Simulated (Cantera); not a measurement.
Charge: 1 mol C2H5OH, 0.47 mol NH3, 4.1 mol N2, held at 773 K and 100 Torr.

Equilibrium computed with Cantera from the NASA thermochemical tables; the gas is ideal and each condensed phase is pure. Candidate condensed phases: C, C6H6, C7H8, C8H18, H2O; 136 gas species. Equilibrium is a limit: real reactors are often held back by kinetics, nucleation or transport.

Base state: N2 0.531, H2 0.336, H2O 0.0545, CH4 0.0318, CO 0.0255, CO2 0.0212, NH3 7.49e-5 (mole fractions); condensed: C(graphite).

What changes in the equilibrium state with this change: N2 from 4.1 to 11 mol?


```csv
species,before,after
N2,0.531,0.737
H2,0.336,0.197
H2O,0.0545,0.0237
CH4,0.0318,0.0110
CO2,0.0212,0.0116
CO,0.0255,0.0188
NH3,7.49e-5,3.98e-5
"C(graphite), mol",1.36,1.37
```

What changes in the equilibrium state with this change: N2 from 4.1 to 12 mol?


```csv
species,before,after
N2,0.531,0.753
H2,0.336,0.187
H2O,0.0545,0.0216
CH4,0.0318,0.00983
CO2,0.0212,0.0108
CO,0.0255,0.0182
NH3,7.49e-5,3.69e-5
"C(graphite), mol",1.36,1.37
```

What changes in the equilibrium state with this change: temperature from 773 K to 550 K?


```
species            before     after
----------------  -------  --------
N2                  0.531     0.630
CH4                0.0318     0.178
H2O                0.0545     0.127
H2                  0.336    0.0561
CO                 0.0255   7.17e-5
CO2                0.0212   0.00933
NH3               7.49e-5  0.000148
C(graphite), mol     1.36     0.712
```
